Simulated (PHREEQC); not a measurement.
## Spent oxide etchant (model solution)

A solution holds 0.01 mol HF, 4.2e-05 mol (NH4)2SiF6, 8.7e-05 mol H3PO4 and 9.5e-05 mol H2SO4 per kg of water, at 10 °C. Closed to the air; pH follows from the charge balance.

Model: ion-association model, wateq4f.dat, run in PHREEQC.

This is a speciation only: nothing precipitates in the calculation.

Question: Estimate the pH, ionic strength.

Answer: pH 2.58; ionic strength 0.00297 mol/kgw.

Question: In which forms is F present?

Answer: HF 68 %, F- 24 %, H2F2 4.2 %, SiF6-2 2.5 %, HF2- 1.1 % of the F.

H3PO4, which wateq4f.dat lacks, is added to it with the constant of phreeqc.dat. At this temperature some constants are extrapolated from 25 °C, and those without enthalpy data are left unchanged. SiF6-2 is the database's only silicon fluoride.
